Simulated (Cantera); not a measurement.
A Cantera script and its output.

```python
import numpy as np
import cantera as ct

gas = ct.Solution("h2o2.yaml")
gas.TPX = 400, 500000, {'H2': 1, 'O2': 0.36, 'N2': 2.05}
flame = ct.FreeFlame(gas, width=0.013)
flame.set_refine_criteria(ratio=3, slope=0.08, curve=0.16)
flame.transport_model = "mixture-averaged"
flame.solve(loglevel=0, auto=True)
z, T = flame.grid, flame.T
thick = (T[-1] - T[0]) / np.gradient(T, z).max()
show = ['H2', 'O2', 'HO2', 'H2O2', 'O', 'H']
print(f"laminar burning velocity  {flame.velocity[0] * 100:.3f} cm/s")
print(f"burnt temperature         {T[-1]:.1f} K")
print(f"thermal thickness         {thick * 1e3:.4f} mm")
print(f"grid points               {len(z)}")
z0 = z[flame.heat_release_rate.argmax()]
print(f"{'z/mm':>9s}{'T/K':>9s}{'u/(m/s)':>9s}" + "".join(f"{s:>11s}" for s in show))
rows = []
for k in (-3, -2, -1.5, -1, -0.5, -0.25, 0, 0.25, 0.5, 1, 2, 4, 8):
    zz = z0 + k * thick
    rows.append([k * thick, np.interp(zz, z, T), np.interp(zz, z, flame.velocity),
                 *(np.interp(zz, z, flame.X[gas.species_index(s)]) for s in show)])
    print(f"{rows[-1][0] * 1e3:9.3f}{rows[-1][1]:9.1f}{rows[-1][2]:9.3f}" + "".join(f"{x:11.3e}" for x in rows[-1][3:]))
```

Result:

```
laminar burning velocity  246.923 cm/s
burnt temperature         2028.1 K
thermal thickness         0.0539 mm
grid points               111
     z/mm      T/K  u/(m/s)         H2         O2        HO2       H2O2          O          H
   -0.162    400.0    2.469  2.932e-01  1.056e-01  7.004e-10  1.157e-10  4.063e-11  1.539e-14
   -0.108    400.1    2.469  2.929e-01  1.056e-01  2.543e-08  4.347e-09  9.277e-10  3.651e-13
   -0.081    400.6    2.469  2.919e-01  1.058e-01  2.641e-07  4.566e-08  6.866e-09  3.285e-12
   -0.054    404.8    2.481  2.876e-01  1.064e-01  4.686e-06  8.159e-07  7.215e-08  2.008e-10
   -0.027    504.0    2.990  2.589e-01  1.081e-01  4.344e-04  5.663e-05  5.755e-06  1.223e-05
   -0.013    817.6    4.707  2.175e-01  9.713e-02  7.070e-04  1.157e-04  1.523e-04  1.415e-03
    0.000   1203.0    6.800  1.667e-01  7.033e-02  3.137e-04  4.016e-05  9.839e-04  8.475e-03
    0.013   1475.0    8.278  1.223e-01  3.903e-02  1.454e-04  5.872e-06  1.937e-03  1.767e-02
    0.027   1630.8    9.123  9.578e-02  1.817e-02  6.307e-05  2.590e-06  1.917e-03  2.285e-02
    0.054   1770.0    9.859  8.011e-02  4.262e-03  1.400e-05  1.338e-06  1.184e-03  2.259e-02
    0.108   1871.5   10.375  7.933e-02  9.116e-04  3.163e-06  6.452e-07  5.741e-04  1.615e-02
    0.216   1941.7   10.721  8.151e-02  3.122e-04  1.167e-06  2.942e-07  2.235e-04  9.752e-03
    0.432   1984.7   10.927  8.314e-02  9.920e-05  3.914e-07  1.218e-07  7.008e-05  5.362e-03
```

Cantera simulation using the H2/O2 subset of GRI-Mech 3.0, which has no nitrogen chemistry; the numbers are that mechanism's predictions, not measurements. The hydrogen kinetics of GRI-Mech 3.0 are dated; newer H2 mechanisms differ, most at raised pressure. Burning velocities carry a grid error of a few per cent, more on coarse grids.
